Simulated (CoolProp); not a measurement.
A single-stage vapour-compression cycle with the fluid: evaporating at 214.15 K (dew point), condensing at 263.15 K (bubble point), superheat 0 K, subcooling 0 K, compressor efficiency 0.7, no pressure losses. The same conditions are run with several fluids, on thermodynamics alone (safety and materials aside).

Model: reference Helmholtz-energy equation of state of each fluid (R143a: Lemmon and Jacobsen 2000; nitrous oxide: Lemmon 2006; R22: Kamei 1995; R115: Lemmon 2016; CH3F (R41): Lemmon 2006; R227EA: Lemmon 2016), in CoolProp.

```tsv
fluid	cooling COP	pressure ratio	discharge temperature (K)	refrigerating effect (kJ/kg)	volumetric capacity (kJ/m³)
R143a	2.46	8.00	300.9	168	458
nitrous oxide	2.28	5.34	349.2	246	2940
R22	2.52	8.94	339.1	191	375
R115	2.35	8.35	276.4	86.1	290
CH3F (R41)	2.35	5.82	354.9	349	1910
R227EA	2.37	13.0	275.2	97.4	95.7
```
